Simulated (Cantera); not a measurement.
Feed: 1 mol HBr, 1.9 mol O₂, 5.7 mol H₂, equilibrated at 2100 °C and 0.0133 bar.

These are equilibrium values from Cantera (NASA tables, ideal gas, pure condensed phases), not measurements of a reactor. Candidate condensed phases: Br₂, H₂O; 12 gas species. Equilibrium is a limit: real reactors are often held back by kinetics, nucleation or transport.

Base state: H₂O 0.486, H₂ 0.290, Br 0.0992, H 0.0651, HBr 0.0356, OH 0.0194, O 0.00293, O₂ 0.00204 (mole fractions); condensed: gas only.

Problem. What changes in the equilibrium state with this change: O₂ from 1.9 to 0.33 mol?

Solution. 
```csv
species,before,after
H₂,0.290,0.676
H,0.0651,0.0995
Br,0.0992,0.0872
H₂O,0.486,0.0867
OH,0.0194,0.00226
HBr,0.0356,0.0479
O₂,0.00204,1.19e-5
O,0.00293,0.000224
```

Problem. What changes in the equilibrium state with this change: HBr replaced by NH₃?

Solution. 
| species | before | after |
|---|---|---|
| H₂O | 0.486 | 0.450 |
| H₂ | 0.290 | 0.394 |
| H | 0.0651 | 0.0759 |
| Br | 0.0992 | 0 |
| N₂ | 0 | 0.0616 |
| HBr | 0.0356 | 0 |
| OH | 0.0194 | 0.0154 |
| NO | 0 | 0.000341 |
| O₂ | 0.00204 | 0.000946 |
| O | 0.00293 | 0.00200 |
